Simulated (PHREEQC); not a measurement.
Dissolve 0.0014 mol/kgw H3PO4, 0.011 mol/kgw NaOH and 0.021 mol/kgw KCl at 25 °C. Closed to the air; pH follows from the charge balance.

The numbers come from PHREEQC with the ion-association model, phreeqc.dat.

This is a speciation only: nothing precipitates in the calculation.

Question: Estimate the pH, ionic strength.

Answer: pH 11.80; ionic strength 0.0345 mol/kgw.

Question: In which forms is P present?

Answer: HPO4-2 58 %, PO4-3 41 %, KHPO4- 1.2 %, NaHPO4- 0.6 % of the P.
